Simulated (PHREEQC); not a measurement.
Solution A (0.26 mol HCl, 0.14 mol LiCl and 3.1e-05 mol Na2SO4 per kg of water) is mixed with solution B (140 mmol/kgw MgCl2, 0.22 mmol/kgw CO2 and 26 mmol/kgw MgSO4) at 15 °C; shares are by mass of water, 1 kg in all. Oxygen is held at 0.21 atm. No CO2 enters from the air. Nothing may precipitate in this run.

The series has 21 steps of share of solution B, from 0 to 1.

Computed with PHREEQC (ion-association model, wateq4f.dat).

Q: Between which two steps does the pH jump most, and from what to what?

A: Between share of solution B = 0.95 and 1: from 2.07 to 4.96.
